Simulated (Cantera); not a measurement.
Input: 1 mol SiCl₄, 0.072 mol O₂, 22 mol H₂, at 3.60 Torr.

These are equilibrium values from Cantera (NASA tables, ideal gas, pure condensed phases), not measurements of a reactor. Candidate condensed phases: H₂O, Si, SiO₂; 30 gas species. Mutual solubility and eutectic melting of coexisting phases are not modelled. The tables' values for SiCl₃ are old estimates; treat these amounts as uncertain. The numbers say what is thermodynamically allowed, not how fast it happens. All values below are at 827 °C.

Base state: H₂ 0.905, HCl 0.0612, SiCl₄ 0.0177, SiCl₂ 0.00843, SiHCl₃ 0.00386, SiCl₃ 0.00328, SiH₂Cl₂ 0.000101 (mole fractions); condensed: Si(s) + SiO₂(β-quartz).

Question: What changes in the equilibrium state with this change: pressure from 3.60 Torr to 7.50 Torr?

Answer: 
| species | before | after |
|---|---|---|
| H₂ | 0.905 | 0.912 |
| HCl | 0.0612 | 0.0529 |
| SiCl₄ | 0.0177 | 0.0202 |
| SiH₂Cl₂ | 0.000101 | 0.000157 |
| SiCl₂ | 0.00843 | 0.00624 |
| SiHCl₃ | 0.00386 | 0.00515 |
| SiCl₃ | 0.00328 | 0.00301 |
| Si(s), mol | 0.145 | 0.114 |
| SiO₂(β-quartz), mol | 0.0719 | 0.0720 |
